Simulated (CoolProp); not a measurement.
Vapour-liquid equilibrium of R134a (1) + R152A (2) at 36.25 °C; x and y are mole fractions of (1).

The numbers come from the multi-fluid Helmholtz-energy mixture model, Tillner-Roth 1994 and Outcalt 1996; pair parameters Lemmon 2004 in CoolProp.

```csv
x,bubble pressure (kPa),y at the bubble point,dew pressure at overall composition x (kPa),liquid density (mol/L)
0.05,823.1,0.052,823.1,13.06
0.15,827.2,0.156,827.0,12.84
0.25,832.8,0.261,832.2,12.63
0.35,?,0.366,838.6,12.44
0.45,?,0.470,846.5,12.25
0.55,858.1,0.573,855.7,12.08
0.65,869.2,?,866.5,11.91
0.75,881.7,0.771,878.9,?
0.85,895.4,0.866,893.1,11.60
0.95,910.3,0.956,909.2,11.46
```

Problem. Fill in the missing entries.

Solution. 
- 0.35, bubble pressure (kPa): 839.8
- 0.45, bubble pressure (kPa): 848.2
- 0.65, y at the bubble point: 0.674
- 0.75, liquid density (mol/L): 11.75

No azeotrope shows between x = 0.05 and 0.95.

The pair parameters rest on a limited set of measurements; away from them the model extrapolates.
